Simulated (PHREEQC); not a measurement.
Na2CO3 is added in steps, without added water, to 1 kg of water holding 0.0069 mol/kgw Ca(HCO3)2, 0.0049 mol/kgw Na2SO4 and 0.0032 mol/kgw KCl, at 25 °C. The system is closed to CO2. The run lets Arcanite, Aragonite, Burkeite, Gaylussite, Glaserite, Glauberite, Gypsum, Anhydrite, Halite, Kalicinite, Mirabilite, Misenite, Nahcolite, Natron, Pirssonite, Portlandite, Sylvite, Syngenite, Thenardite, Trona precipitate or redissolve, and no other solid.

Base run: PHREEQC, Pitzer model, pitzer.dat. Each further column changes one thing. The table gives pH.

| Na2CO3 added (mol) | base | database phreeqc.dat, Davies equation for every ion | database phreeqc.dat, Debye-Hückel limiting law | database phreeqc.dat, metal-ligand complexes left out | database phreeqc.dat, all activity coefficients set to 1 |
|---|---|---|---|---|---|
| 0 | 6.89 | 6.76 | 6.79 | 6.70 | 6.68 |
| 0.0006375 | 6.93 | 6.80 | 6.83 | 6.74 | 6.72 |
| 0.001275 | 6.98 | 6.84 | 6.87 | 6.78 | 6.77 |
| 0.001912 | 7.03 | 6.89 | 6.92 | 6.84 | 6.83 |
| 0.00255 | 7.08 | 6.95 | 6.98 | 6.90 | 6.89 |
| 0.003187 | 7.15 | 7.02 | 7.05 | 6.97 | 6.97 |
| 0.003825 | 7.23 | 7.10 | 7.13 | 7.05 | 7.06 |
| 0.004675 | 7.37 | 7.25 | 7.27 | 7.20 | 7.21 |
| 0.005313 | 7.51 | 7.39 | 7.41 | 7.35 | 7.37 |
| 0.00595 | 7.72 | 7.61 | 7.62 | 7.57 | 7.59 |
| 0.006587 | 8.07 | 7.98 | 7.98 | 7.96 | 8.00 |
| 0.007225 | 8.59 | 8.54 | 8.51 | 8.60 | 8.65 |
| 0.007862 | 8.92 | 8.89 | 8.84 | 8.97 | 9.03 |
| 0.0085 | 9.12 | 9.08 | 9.04 | 9.18 | 9.23 |

 pitzer.dat has no redox and few complexes: it carries them in its interaction parameters. Solids allowed in the column 'database phreeqc.dat, Davies equation for every ion': Calcite, Gypsum, Halite, Sylvite. Solids allowed in the column 'database phreeqc.dat, Debye-Hückel limiting law': Calcite, Gypsum, Halite, Sylvite. Solids allowed in the column 'database phreeqc.dat, metal-ligand complexes left out': Calcite, Gypsum, Halite, Sylvite. Solids allowed in the column 'database phreeqc.dat, all activity coefficients set to 1': Calcite, Gypsum, Halite, Sylvite.
